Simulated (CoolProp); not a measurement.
The numbers come from the reference Helmholtz-energy equation of state, Bücker 2006 in CoolProp.

For ethane, give the phase and the Z, speed of sound (m/s), expansivity (1/kK), fugacity coefficient at 246.7 K and 6.96 MPa.


- 246.7 K and 6.96 MPa: liquid; Z 0.218, speed of sound 917, expansivity 3.28, fugacity coefficient 0.172
